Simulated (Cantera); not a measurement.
Mixture: CO : H2 : O2 : N2 = 1 : 0.16 : 1.05 : 7.17 (molar parts), equivalence ratio 0.55, at 10.0 bar, adiabatic and at constant pressure. Ignition delay is the time to a rise of 400 K.

Cantera simulation using GRI-Mech 3.0 (53 species, 325 reactions); the numbers are that mechanism's predictions, not measurements. The hydrogen kinetics of GRI-Mech 3.0 are dated; newer H2 mechanisms differ, most at raised pressure. Where the delays flatten at high temperature, the 400 K rule measures the pace of heat release, not the induction time.

Q: What does this change do: 0.16 parts CO2 added?

A: 
| quantity | before | after |
|---|---|---|
| delay at 1100 K | 0.929 ms | 0.986 ms |
| delay at 1250 K | 49.9 µs | 53.8 µs |
| delay at 1400 K | 17.6 µs | 18.8 µs |
| delay at 1550 K | 11.4 µs | 12.2 µs |
| delay at 1700 K | 9.24 µs | 10.0 µs |
